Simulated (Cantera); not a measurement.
Charge: 1 mol H₂S, 4.5 mol O₂, at 2727 °C and 4700 Pa.

Equilibrium computed with Cantera from the NASA thermochemical tables; the gas is ideal and each condensed phase is pure. Rates play no part.

| species | before | after |
|---|---|---|
| O₂ | 0.325 | 0.599 |
| H₂O | 0.0427 | 0.200 |
| SO₂ | 0.0930 | 0.197 |
| O | 0.298 | 1.51e-6 |
| H | 0.0907 | 5.42e-9 |
| SO | 0.0470 | 2.80e-8 |
| H₂ | 0.0155 | 2.44e-7 |
| OH | 0.0831 | 7.24e-5 |
| S | 0.00496 | <1e-9 |
| SH | 0.000165 | <1e-9 |
| S₂ | 1.81e-5 | <1e-9 |
| SO₃ | 1.03e-5 | 0.00291 |
| HO₂ | 1.79e-5 | 8.58e-8 |
Gas species are given as mole fractions.

Question: What was changed between the two runs?
(A) temperature from 2727 °C to 2327 °C
(B) temperature from 2727 °C to 1077 °C
(C) O₂ from 4.5 to 0.017 mol
(D) temperature from 2727 °C to 2575 °C

Answer: B, temperature from 2727 °C to 1077 °C
